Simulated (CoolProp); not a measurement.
A single-stage vapour-compression cycle with R123: evaporating at 312.15 K (dew point), condensing at 379.15 K (bubble point), superheat 0 K, subcooling 2 K, compressor efficiency 0.75, no pressure losses. Each further row changes one setting.

Values from CoolProp's reference Helmholtz-energy equation of state, Younglove 1994. It is a modified Benedict-Webb-Rubin equation, recast in Helmholtz form.

```csv
case,cooling COP,pressure ratio,discharge temperature (K),refrigerating effect (kJ/kg),volumetric capacity (kJ/m³)
as stated,2.45,6.00,379.8,94.6,883
evaporating temperature 317.15 K,2.78,5.09,379.4,97.6,1060
condensing temperature 374.15 K,2.77,5.38,375.2,100,936
subcooling 7 K,2.60,6.00,379.8,100,936
superheat 10 K,2.52,6.00,390.1,102,915
compressor efficiency 0.65,2.13,6.00,386.5,94.6,883
```
